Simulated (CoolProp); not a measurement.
Aqueous potassium formate as a coolant, 26 % by mass, freezing at -16.9 °C, 1 atm.

Computed with CoolProp (Melinder's fits for secondary coolants).

| T (°C) | conductivity (W/(m K)) | density (kg/m³) | viscosity (mPa s) | cp (kJ/(kg K)) |
|---|---|---|---|---|
| -12 | 0.509 | 1172 | 3.64 | 3.212 |
| -8.1 | 0.514 | 1171 | 3.19 | 3.218 |
| -4.1 | 0.519 | 1170 | 2.81 | 3.225 |
| -0.2 | 0.524 | 1169 | 2.51 | 3.231 |
| 3.8 | 0.529 | 1168 | 2.24 | 3.238 |
| 7.7 | 0.534 | 1166 | 2.03 | 3.244 |
| 11.7 | 0.539 | 1165 | 1.84 | 3.250 |
| 15.6 | 0.543 | 1164 | 1.68 | 3.256 |
| 19.6 | 0.549 | 1162 | 1.54 | 3.263 |
| 23.5 | 0.553 | 1161 | 1.43 | 3.269 |
| 27.5 | 0.558 | 1159 | 1.32 | 3.275 |
| 31.4 | 0.563 | 1158 | 1.23 | 3.282 |
